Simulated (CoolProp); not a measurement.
A closed Brayton cycle with carbon dioxide: compressor inlet 305.15 K and 8.2 MPa, high pressure 24.6 MPa, turbine inlet 875 K, compressor efficiency 0.89, turbine efficiency 0.85, recuperator effectiveness 0.8 (on enthalpy, no pinch check). Each further row changes one setting.

Model: reference Helmholtz-energy equation of state, Span 1996, in CoolProp.

```json
[
 {"case": "as stated", "thermal efficiency (%)": "31.1", "net work (kJ/kg)": "119", "compressor to turbine work": "0.17", "compressor exit (K)": "334.2", "turbine exit (K)": "746.7"},
 {"case": "turbine inlet 825 K", "thermal efficiency (%)": "30.3", "net work (kJ/kg)": "110", "compressor to turbine work": "0.19", "compressor exit (K)": "334.2", "turbine exit (K)": "701.1"},
 {"case": "compressor inlet 315.15 K", "thermal efficiency (%)": "30.5", "net work (kJ/kg)": "97.8", "compressor to turbine work": "0.32", "compressor exit (K)": "394.6", "turbine exit (K)": "746.7"},
 {"case": "high pressure 20.9 MPa", "thermal efficiency (%)": "28.7", "net work (kJ/kg)": "104", "compressor to turbine work": "0.16", "compressor exit (K)": "329.1", "turbine exit (K)": "765.2"},
 {"case": "recuperator effectiveness 0.5", "thermal efficiency (%)": "22.4", "net work (kJ/kg)": "119", "compressor to turbine work": "0.17", "compressor exit (K)": "334.2", "turbine exit (K)": "746.7"}
]
```
